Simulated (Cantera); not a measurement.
A perfectly stirred reactor is fed with H2 : O2 = 0.016 : 1 (molar parts), at 28.5 Torr; it is held at 1000 K, and followed from long to short residence time.

Detailed kinetics in Cantera: the H2/O2 subset of GRI-Mech 3.0, which has no nitrogen chemistry. Radical loss at walls, strong at low pressure, is not modelled.

One state of this run: x H2 = 0.000881; x O2 = 0.983; x H2O2 = 2.15e-7; x H2O = 0.0147; x HO2 = 6.11e-6; x H = 0.000127; x O = 0.00131. x: mole fraction; the columns are a selection and need not sum to one.

Problem. Which value of τ (s) does it belong to?
(A) 0.053
(B) 0.0024
(C) 0.019
(D) 3.3

Solution. A, 0.053
